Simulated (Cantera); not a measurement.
**Gas-phase reforming**

An isothermal, constant-pressure homogeneous reactor starts with 24.8 % CH4, 64.4 % H2O, 10.9 % H2, at 2075 K and 0.510 bar.

Cantera simulation using GRI-Mech 3.0 (53 species, 325 reactions); the numbers are that mechanism's predictions, not measurements.

```tsv
t (s)	x CH4	x H2O	x H2	x H2O2	x C2H4	x H
6.00e-6	0.241	0.642	0.112	5.51e-11	0.000165	0.000189
4.73e-5	0.159	0.604	0.189	7.69e-10	0.0116	0.00114
0.000373	0.0320	0.500	0.369	6.17e-10	0.000604	0.00205
0.00295	0.0100	0.373	0.483	3.36e-10	9.28e-5	0.00262
0.0232	0.00122	0.256	0.576	1.26e-10	2.07e-6	0.00276
0.183	7.87e-10	0.251	0.581	1.28e-10	<1e-12	0.00286
1.45	7.87e-10	0.251	0.581	1.28e-10	<1e-12	0.00286
11.4	7.87e-10	0.251	0.581	1.28e-10	<1e-12	0.00286
90.0	7.87e-10	0.251	0.581	1.28e-10	<1e-12	0.00286
```
x: mole fraction; the columns are a selection and need not sum to one.

Equilibrium at this temperature and pressure: CH4 9.35e-10, H2O 0.251, H2 0.581, H2O2 1.28e-10, C2H4 <1e-12, H 0.00286 (gas phase only).
